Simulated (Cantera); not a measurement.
# Equilibrium for silicon oxide and oxynitride deposition: SiH2Cl2 + O3 + N2

Feed: 1 mol SiH2Cl2, 3.6 mol O3, a varied amount of N2, equilibrated at 1600 K and 0.133 bar.

Equilibrium computed with Cantera from the NASA thermochemical tables; the gas is ideal and each condensed phase is pure. Candidate condensed phases: H2O, NH4Cl, Si, SiO2, Si2N2O, Si3N4; 47 gas species. The tables hold silica as quartz up to 1696 K and as liquid above; real silica turns to tridymite and cristobalite and melts near 1996 K. The numbers say what is thermodynamically allowed, not how fast it happens.

From 13 mol N2 to 170 mol N2 the condensed part is SiO2(β-quartz).

```json
[
 {"n(N2) (mol)": "13", "x N2": "0.667", "x O2": "0.220", "x HCl": "0.0822", "x Cl": "0.0154", "x H2O": "0.0103", "x Cl2": "0.00260", "x NO": "0.00182", "x OH": "9.49e-5", "n SiO2(β-quartz)": "1.00"},
 {"n(N2) (mol)": "29", "x N2": "0.817", "x O2": "0.120", "x HCl": "0.0448", "x Cl": "0.00958", "x H2O": "0.00578", "x Cl2": "0.00101", "x NO": "0.00149", "x OH": "6.13e-5", "n SiO2(β-quartz)": "1.00"},
 {"n(N2) (mol)": "45", "x N2": "0.874", "x O2": "0.0828", "x HCl": "0.0306", "x Cl": "0.00710", "x H2O": "0.00409", "x Cl2": "0.000556", "x NO": "0.00128", "x OH": "4.69e-5", "n SiO2(β-quartz)": "1.00"},
 {"n(N2) (mol)": "60", "x N2": "0.902", "x O2": "0.0640", "x HCl": "0.0236", "x Cl": "0.00576", "x H2O": "0.00323", "x Cl2": "0.000367", "x NO": "0.00114", "x OH": "3.91e-5", "n SiO2(β-quartz)": "1.00"},
 {"n(N2) (mol)": "76", "x N2": "0.921", "x O2": "0.0515", "x HCl": "0.0189", "x Cl": "0.00482", "x H2O": "0.00266", "x Cl2": "0.000257", "x NO": "0.00104", "x OH": "3.36e-5", "n SiO2(β-quartz)": "1.00"},
 {"n(N2) (mol)": "92", "x N2": "0.934", "x O2": "0.0430", "x HCl": "0.0157", "x Cl": "0.00417", "x H2O": "0.00226", "x Cl2": "0.000192", "x NO": "0.000954", "x OH": "2.96e-5", "n SiO2(β-quartz)": "1.00"},
 {"n(N2) (mol)": "110", "x N2": "0.944", "x O2": "0.0363", "x HCl": "0.0132", "x Cl": "0.00362", "x H2O": "0.00195", "x Cl2": "0.000145", "x NO": "0.000881", "x OH": "2.63e-5", "n SiO2(β-quartz)": "1.00"},
 {"n(N2) (mol)": "120", "x N2": "0.948", "x O2": "0.0334", "x HCl": "0.0122", "x Cl": "0.00338", "x H2O": "0.00181", "x Cl2": "0.000126", "x NO": "0.000847", "x OH": "2.49e-5", "n SiO2(β-quartz)": "1.00"},
 {"n(N2) (mol)": "140", "x N2": "0.955", "x O2": "0.0288", "x HCl": "0.0105", "x Cl": "0.00299", "x H2O": "0.00158", "x Cl2": "9.88e-5", "x NO": "0.000790", "x OH": "2.24e-5", "n SiO2(β-quartz)": "1.00"},
 {"n(N2) (mol)": "160", "x N2": "0.961", "x O2": "0.0253", "x HCl": "0.00916", "x Cl": "0.00269", "x H2O": "0.00141", "x Cl2": "7.97e-5", "x NO": "0.000742", "x OH": "2.05e-5", "n SiO2(β-quartz)": "1.00"},
 {"n(N2) (mol)": "170", "x N2": "0.963", "x O2": "0.0239", "x HCl": "0.00863", "x Cl": "0.00256", "x H2O": "0.00134", "x Cl2": "7.22e-5", "x NO": "0.000721", "x OH": "1.97e-5", "n SiO2(β-quartz)": "1.00"}
]
```
x: gas mole fraction; n: condensed amount in mol.
